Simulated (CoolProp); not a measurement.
Vapour pressure (bar) of oxygen: the reference equation beside estimates from Tc = 154.6 K, pc = 50.46 bar, ω = 0.022. Clausius-Clapeyron is anchored at 117.1 K with a constant enthalpy of vaporisation of 5.718 kJ/mol.

Model: reference Helmholtz-energy equation of state, Schmidt 1985, in CoolProp.

```tsv
T (K)	reference	Lee-Kesler	Clausius-Clapeyron	Redlich-Kwong	Peng-Robinson
114.9	7.508	7.515	7.690	7.173	7.539
117.1	8.605	8.613	8.605	8.302	8.641
119.4	9.872	9.880	9.636	9.609	9.914
121.7	11.27	11.27	10.74	11.05	11.32
124	12.80	12.80	11.93	12.64	12.86
126.3	14.47	14.48	13.20	14.38	14.55
128.6	16.30	16.30	14.55	16.28	16.39
130.9	18.29	18.28	15.98	18.33	18.39
133.1	20.34	20.33	17.43	20.46	20.47
135.4	22.67	22.64	19.03	22.86	22.81
137.7	25.18	25.14	20.72	25.44	25.34
140	27.88	27.84	22.49	28.20	28.06
142.3	30.79	30.74	24.35	31.16	30.99
```

Absolute difference from the reference over all 13 rows, mean and median: Lee-Kesler 0.1 and 0.1 %, Clausius-Clapeyron 10.5 and 10.7 %, Redlich-Kwong 1.5 and 1.1 %, Peng-Robinson 0.5 and 0.6 %.
